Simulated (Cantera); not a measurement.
Input: 1 mol C₃H₈, 2.1 mol NH₃, 7.4 mol H₂, 1.4 mol CO₂, at 1.00 bar.

These are equilibrium values from Cantera (NASA tables, ideal gas, pure condensed phases), not measurements of a reactor. Candidate condensed phases: C, C₆H₆, C₇H₈, C₈H₁₈, H₂O; 136 gas species. The numbers say what is thermodynamically allowed, not how fast it happens.

Over these rows the condensed part is C(graphite). Partial pressures as log10 of bar:

```
T (K)  1000/T (1/K)  log p CO₂  log p H₂  log p CO  log p N₂  log p CH₄
-----  ------------  ---------  --------  --------  --------  ---------
1025         0.9756      -2.26     -0.13     -0.90     -1.21      -1.39
1075         0.9302          ?     -0.12     -0.85     -1.23      -1.59
1125         0.8889      -2.90     -0.11     -0.83     -1.23      -1.77
1175         0.8511      -3.22     -0.11     -0.83     -1.24      -1.94
1225         0.8163      -3.52     -0.11     -0.82     -1.24      -2.10
1275         0.7843      -3.79     -0.11     -0.82     -1.24      -2.24
```

Q: Fit log p(CO₂) = a + b·(1000/T) to the five rows, give the apparent enthalpy, and predict the row at 1075 K.

A: Means: 1000/T = 0.8632, log p = -3.138. Sxy = 0.175155, Sxx = 0.0218655, so b = 8.01 and a = -3.138 − (8.01)×0.8632 = -10.05.
Apparent enthalpy: −19.145 × (8.01) = -153 kJ/mol. With the condensed phases at unit activity, 2 CO(g) = CO₂(g) + C(graphite) links this pressure to the main gases: over the six rows their terms move log p by +0.16 in all, so the slope isn't that reaction's ΔH° alone. The five rows lie within 0.03 of the line.
Prediction at 1075 K: -10.05 + (8.01)×0.9302 = -2.60. The computed value is -2.58, 0.02 from the line.
